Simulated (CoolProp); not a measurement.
R1224YDZ at several states: Z from the reference equation and from simpler models built on Tc = 428.7 K, pc = 3.334 MPa, ω = 0.325; each cubic takes its own stable root.

Values from CoolProp's reference Helmholtz-energy equation of state, Akasaka 2023.

```tsv
T (K)	p (MPa)	phase	reference
269.8	0.486	liquid	0.02240
322.2	0.0342	gas	0.9900
179.5	8.06	liquid	0.4821
248.5	1.93	liquid	0.09294
220.6	0.281	liquid	0.01462
```

**Question.** How far does each simpler model (Redlich-Kwong, Peng-Robinson) lie from the reference over these 5 states: mean and median of the absolute difference, and the worst?

**Answer.** 
- Redlich-Kwong: mean 13.1 %, median 16.1 %, worst +16.6 % at 269.8 K and 0.486 MPa
- Peng-Robinson: mean 0.9 %, median 0.8 %, worst +2.2 % at 179.5 K and 8.06 MPa
